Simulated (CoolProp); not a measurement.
A simple Rankine cycle with chlorine: condensing at 317.15 K, boiler at 3.19 MPa, turbine inlet 367.1 K, turbine efficiency 0.7, pump efficiency 0.6, no recuperator. Each further row changes one setting.

Values from CoolProp's reference Helmholtz-energy equation of state, Thol 2021.

```csv
case,thermal efficiency (%),net work (kJ/kg),heat in (kJ/kg),turbine exit temperature (K),volume ratio over the turbine
as stated,7.3,17.2,235,317.2,2.37
turbine inlet 387.1 K,7.6,19.1,251,317.7,2.23
condensing temperature 309.15 K,8.6,20.9,243,309.1,2.84
boiler pressure 2.23 MPa,4.9,12.4,250,326.1,1.63
turbine efficiency 0.6,6.1,14.4,235,317.2,2.40
```

The expansion ends wet for: as stated; condensing temperature 309.15 K; turbine efficiency 0.6.
